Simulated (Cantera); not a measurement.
A Cantera script and its output.

```python
import numpy as np
import cantera as ct

gas = ct.Solution("gri30.yaml")
gas.TPX = 500, 110000, {'CH4': 1, 'O2': 2.94, 'N2': 8.24}
flame = ct.FreeFlame(gas, width=0.037)
flame.set_refine_criteria(ratio=3, slope=0.08, curve=0.16)
flame.transport_model = "mixture-averaged"
flame.solve(loglevel=0, auto=True)
z, T = flame.grid, flame.T
thick = (T[-1] - T[0]) / np.gradient(T, z).max()
show = ['CH4', 'O2', 'C2H2', 'HCN', 'HCO', 'NO']
print(f"laminar burning velocity  {flame.velocity[0] * 100:.3f} cm/s")
print(f"burnt temperature         {T[-1]:.1f} K")
print(f"thermal thickness         {thick * 1e3:.4f} mm")
print(f"grid points               {len(z)}")
z0 = z[flame.heat_release_rate.argmax()]
print(f"{'z/mm':>9s}{'T/K':>9s}{'u/(m/s)':>9s}" + "".join(f"{s:>11s}" for s in show))
rows = []
for k in (-3, -2, -1.5, -1, -0.5, -0.25, 0, 0.25, 0.5, 1, 2, 4, 8):
    zz = z0 + k * thick
    rows.append([k * thick, np.interp(zz, z, T), np.interp(zz, z, flame.velocity),
                 *(np.interp(zz, z, flame.X[gas.species_index(s)]) for s in show)])
    print(f"{rows[-1][0] * 1e3:9.3f}{rows[-1][1]:9.1f}{rows[-1][2]:9.3f}" + "".join(f"{x:11.3e}" for x in rows[-1][3:]))
```

Result:

```
laminar burning velocity  92.291 cm/s
burnt temperature         2202.8 K
thermal thickness         0.3096 mm
grid points               147
     z/mm      T/K  u/(m/s)        CH4         O2       C2H2        HCN        HCO         NO
   -0.929    500.2    0.924  8.205e-02  2.413e-01  3.797e-10  5.611e-12  1.384e-17  7.617e-11
   -0.619    502.2    0.928  8.183e-02  2.409e-01  6.024e-09  9.328e-11  1.208e-14  9.415e-10
   -0.464    510.3    0.944  8.117e-02  2.401e-01  3.809e-08  6.093e-10  1.768e-12  5.035e-09
   -0.310    560.9    1.042  7.779e-02  2.361e-01  3.412e-07  5.681e-09  3.676e-10  3.978e-08
   -0.155    909.9    1.708  5.656e-02  2.069e-01  4.473e-06  7.543e-08  4.221e-07  5.365e-07
   -0.077   1297.6    2.455  3.184e-02  1.687e-01  1.295e-05  2.043e-07  9.694e-06  1.351e-06
    0.000   1672.0    3.181  8.071e-03  1.240e-01  2.175e-05  4.121e-07  4.325e-05  2.765e-06
    0.077   1833.1    3.485  6.785e-04  9.813e-02  3.334e-06  3.289e-07  1.505e-05  4.605e-06
    0.155   1889.4    3.578  3.115e-05  8.898e-02  9.255e-08  1.175e-07  1.047e-06  6.288e-06
    0.310   1959.9    3.688  6.282e-08  8.321e-02  5.071e-11  9.936e-09  1.672e-08  9.254e-06
    0.619   2043.2    3.823  3.691e-12  7.994e-02  1.023e-15  1.363e-10  5.087e-09  1.455e-05
    1.239   2120.6    3.949  3.236e-18  7.820e-02  1.417e-21  4.754e-13  1.339e-09  2.347e-05
    2.477   2173.1    4.033  1.664e-19  7.733e-02  1.435e-23  2.128e-13  2.889e-10  3.641e-05
```

Detailed kinetics in Cantera: GRI-Mech 3.0 (53 species, 325 reactions). Burning velocities carry a grid error of a few per cent, more on coarse grids.
